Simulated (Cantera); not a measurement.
## Hydrocarbon pyrolysis for carbon deposition

An isothermal, constant-pressure homogeneous reactor starts with 26.3 % C2H6, 73.7 % N2, at 1875 K and 0.0750 Torr.

Cantera simulation using GRI-Mech 3.0 (53 species, 325 reactions); the numbers are that mechanism's predictions, not measurements. GRI-Mech 3.0 stops at C3 and has no aromatics, soot or wall deposition, so with more carbon than oxygen in the feed, carbon stays in small species such as C2H2 where larger ones or solid carbon would form. Radical loss at walls, strong at low pressure, is not modelled.

```
t (s)       x C2H6       x H     x C2H     x CH4    x C2H2     x CH3     x CH2
--------  --------  --------  --------  --------  --------  --------  --------
0.000100     0.260   2.32e-6    <1e-12   6.84e-6  5.50e-12   0.00439   2.55e-8
0.000289     0.255   1.21e-5    <1e-12   5.64e-5  2.96e-10    0.0125   6.39e-7
0.000838     0.241  0.000134    <1e-12  0.000450   2.28e-8    0.0339   1.37e-5
0.00242      0.200   0.00127  5.50e-10   0.00320   4.35e-6    0.0796  0.000142
0.00702     0.0991   0.00411   6.57e-7    0.0173  0.000942     0.138  0.000397
0.0203     0.00656   0.00883   2.74e-5    0.0545    0.0327     0.109  0.000453
0.0588     8.51e-5   0.00552   3.23e-5    0.0623     0.109    0.0296  0.000151
0.170      2.19e-5   0.00285   1.81e-5    0.0536     0.142    0.0107   5.04e-5
0.492      7.51e-6   0.00182   1.16e-5    0.0435     0.154   0.00524   2.14e-5
1.43       2.86e-6   0.00141   8.82e-6    0.0328     0.160   0.00296   1.10e-5
4.12       1.10e-6   0.00142   8.69e-6    0.0206     0.165   0.00180   7.31e-6
11.9       2.55e-7   0.00184   1.11e-5   0.00842     0.169  0.000923   5.23e-6
34.6       1.66e-8   0.00324   1.93e-5   0.00154     0.171  0.000292   3.13e-6
100       7.09e-11   0.00795   4.77e-5   6.78e-5     0.172   3.18e-5   8.78e-7
```
x: mole fraction; the columns are a selection and need not sum to one.

Equilibrium at this temperature and pressure: C2H6 <1e-12, H 0.0373, C2H 0.000143, CH4 1.96e-7, C2H2 0.103, CH3 4.59e-7, CH2 6.38e-8 (gas phase only).
